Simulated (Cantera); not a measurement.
A closed system holds: 1 mol borazine, 7.3 mol O₂, 0.12 mol H₂, held at 1.00 Torr.

Method: chemical equilibrium by Gibbs-energy minimisation in Cantera with the NASA 1993 tables (ideal gas, pure condensed phases). Candidate condensed phases: B, BN, B₂O₃, B₃O₃H₃, H₂O; 39 gas species. The feed counts by its element totals alone. Gases not in the tables: H₃BO₃. Equilibrium is a limit: real reactors are often held back by kinetics, nucleation or transport. All values below are at 1175 K.

Base state: O₂ 0.428, H₂O 0.378, N₂ 0.184, HBO₂ 0.00973, NO 0.000111, (HBO₂)₃ 0.000109, OH 2.57e-5 (mole fractions); condensed: B₂O₃(l).

**Question.** What changes in the equilibrium state with this change: H₂ from 0.12 to 1.9 mol?

**Answer.** 
```tsv
species	before	after
H₂O	0.378	0.535
O₂	0.428	0.287
N₂	0.184	0.166
HBO₂	0.00973	0.0116
(HBO₂)₃	0.000109	0.000184
NO	0.000111	8.63e-5
OH	2.57e-5	2.77e-5
B₂O₃(l), mol	1.46	1.45
```
